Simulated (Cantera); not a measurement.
Input: 1 mol Si, 1.9 mol HCl, 5.6 mol H2, equilibrated at 18.0 bar.

Method: chemical equilibrium by Gibbs-energy minimisation in Cantera with the NASA 1993 tables (ideal gas, pure condensed phases). Candidate condensed phases: Si; 19 gas species. Gases not in the tables: Si2H6 and higher silanes. Rates play no part.

Over these rows the condensed part is Si(s). Partial pressures as log10 of bar:

| T (K) | 1000/T (1/K) | log p SiCl2 | log p H2 | log p SiHCl3 | log p SiCl4 |
|---|---|---|---|---|---|
| 850 | 1.1765 | -4.71 | 1.22 | -0.06 | -0.28 |
| 950 | 1.0526 | -3.68 | 1.22 | -0.08 | -0.28 |
| 1050 | 0.9524 | -2.85 | 1.21 | -0.09 | -0.28 |
| 1150 | 0.8696 | -2.18 | 1.21 | -0.12 | -0.29 |
| 1250 | 0.8000 | -1.63 | 1.21 | -0.15 | -0.32 |
| 1350 | 0.7407 | ? | 1.20 | -0.20 | -0.37 |

Task: Fit log p(SiCl2) = a + b·(1000/T) to the five rows, give the apparent enthalpy, and predict the row at 1350 K.

Result: Means: 1000/T = 0.9702, log p = -3.010. Sxy = -0.727140, Sxx = 0.0887547, so b = -8.19 and a = -3.010 − (-8.19)×0.9702 = 4.94.
Apparent enthalpy: −19.145 × (-8.19) = 157 kJ/mol. With the condensed phases at unit activity, 1/2 Si(s) + 1/2 SiCl4(g) = SiCl2(g) links this pressure to the main gases: over the six rows their terms move log p by -0.04 in all, so the slope is close to that reaction's ΔH°. The five rows lie within 0.02 of the line.
Prediction at 1350 K: 4.94 + (-8.19)×0.7407 = -1.13. The computed value is -1.17, 0.04 from the line.
